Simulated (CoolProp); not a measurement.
Vapour pressure (kPa) of nitrous oxide: the reference equation beside estimates from Tc = 36.4 °C, pc = 7245 kPa, ω = 0.161. Clausius-Clapeyron is anchored at -38.65 °C with a constant enthalpy of vaporisation of 13.60 kJ/mol.

Values from CoolProp's reference Helmholtz-energy equation of state, Lemmon 2006. It is a short technical equation, of lower accuracy than the large ones.

| T (°C) | reference | Lee-Kesler | Clausius-Clapeyron | van der Waals | Redlich-Kwong | Peng-Robinson |
|---|---|---|---|---|---|---|
| -49.65 | 656.4 | 658.0 | 698.5 | 1698 | 818.9 | 654.8 |
| -46.85 | 730.7 | 732.6 | 764.7 | 1807 | 905.0 | 728.5 |
| -44.15 | 808.1 | 810.3 | 832.7 | 1915 | 994.0 | 805.4 |
| -41.35 | 894.7 | 897.1 | 907.7 | 2032 | 1093 | 891.4 |
| -38.65 | 984.5 | 987.0 | 984.5 | 2149 | 1194 | 980.7 |
| -35.95 | 1081 | 1083 | 1066 | 2270 | 1302 | 1077 |
| -33.15 | 1188 | 1191 | 1155 | 2400 | 1421 | 1183 |
| -30.45 | 1298 | 1301 | 1246 | 2530 | 1542 | 1293 |
| -27.65 | 1420 | 1423 | 1346 | 2669 | 1676 | 1415 |
| -24.95 | 1546 | 1549 | 1447 | 2808 | 1812 | 1541 |
| -22.15 | 1685 | 1687 | 1557 | 2956 | 1961 | 1680 |
| -19.45 | 1827 | 1829 | 1669 | 3104 | 2112 | 1822 |
| -16.65 | 1983 | 1985 | 1790 | 3263 | 2277 | 1979 |

Absolute difference from the reference over all 13 rows, mean and median: Lee-Kesler 0.2 and 0.2 %, Clausius-Clapeyron 4.7 and 4.7 %, van der Waals 105.7 and 102.0 %, Redlich-Kwong 19.7 and 19.6 %, Peng-Robinson 0.3 and 0.3 %.
